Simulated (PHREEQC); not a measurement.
Dissolve 0.077 mol/kgw H3PO4 and 3.9e-05 mol/kgw HCl at 25 °C. Closed to the air; pH follows from the charge balance.

The numbers come from PHREEQC with the ion-association model, phreeqc.dat.

| Quantity | Result |
|---|---|
| pH | 1.71 |
| ionic strength | 0.0221 mol/kgw |
| specific conductance | 7620 µS/cm |
| total alkalinity | -77.0 meq/kg |

```tsv
species	molality	activity	log γ
H3PO4	0.0550	0.0553	0.002
H+	0.0221	0.0196	-0.053
H2PO4-	0.0220	0.0192	-0.060
Cl-	3.90e-5	3.37e-5	-0.064
HPO4-2	1.07e-7	6.09e-8	-0.244
```

No solid was allowed to form.
